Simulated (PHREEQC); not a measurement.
Make-up at 25 °C: 0.099 mol LiBr per kg of water. Closed to the air; pH follows from the charge balance.

All values are PHREEQC results (ion-association model, phreeqc.dat), not measurements.

```json
[
 {"quantity": "pH", "before": "6.98", "after": "10.68"},
 {"quantity": "ionic strength (mol/kgw)", "before": "0.0990", "after": "0.109"}
]
```

Problem. Which change was made?
A) 0.0017 mol/kgw Ba(OH)2 added
B) LiBr from 0.099 to 0.0495 mol/kgw
C) 0.0037 mol/kgw Na2CO3 added
D) temperature from 25 to 10 °C
E) LiBr from 0.099 to 0.198 mol/kgw

Solution. C, 0.0037 mol/kgw Na2CO3 added

No solid was allowed to form.
